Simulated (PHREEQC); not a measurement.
Make-up at 20 °C: 0.2 mol NaHCO3 and 6.4e-05 mol NaF per kg of water. Closed to the air; pH follows from the charge balance.

Computed with PHREEQC (ion-association model, phreeqc.dat).

```csv
quantity,before,after
pH,7.99,7.10
ionic strength (mol/kgw),0.190,6.41e-5
Na+ (mol/kgw),0.188,6.40e-5
NaF (mol/kgw),3.36e-6,2.31e-9
HF (mol/kgw),5.85e-10,6.91e-9
```

### Question
What was changed between the two runs?
A. temperature from 20 to 45 °C
B. NaHCO3 from 0.2 to 0.04 mol/kgw
C. NaHCO3 left out
D. 0.0029 mol/kgw KCl added
E. NaF replaced by NH4F at the same molality

### Answer
C, NaHCO3 left out

No solid was allowed to form.
